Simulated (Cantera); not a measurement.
Feed: 1 mol PbO, a varied amount of CH4, 0.099 mol CO, equilibrated at 675 °C and 0.000370 bar.

Method: chemical equilibrium by Gibbs-energy minimisation in Cantera with the NASA 1993 tables (ideal gas, pure condensed phases). Candidate condensed phases: C, C6H6, C7H8, C8H18, H2O, Pb, PbO, PbO2, Pb3O4; 113 gas species. The numbers say what is thermodynamically allowed, not how fast it happens.

### Question
What share of the Pb ends up in condensed phases as a function of n(CH4) (mol), at 0.37, 0.44, 0.53, 0.63, 0.76, 0.91, 1.1, 1.3, 1.6, 1.9, 2.3, 2.7, 3.3?

### Answer
```csv
n(CH4) (mol),Pb condensed (%),as
0.37,98.4,Pb(l)
0.44,98.1,Pb(l)
0.53,97.8,Pb(l)
0.63,97.4,Pb(l)
0.76,96.9,Pb(l)
0.91,96.3,Pb(l)
1.1,95.7,Pb(l)
1.3,95.2,Pb(l)
1.6,94.4,Pb(l)
1.9,93.6,Pb(l)
2.3,92.5,Pb(l)
2.7,91.5,Pb(l)
3.3,89.9,Pb(l)
```
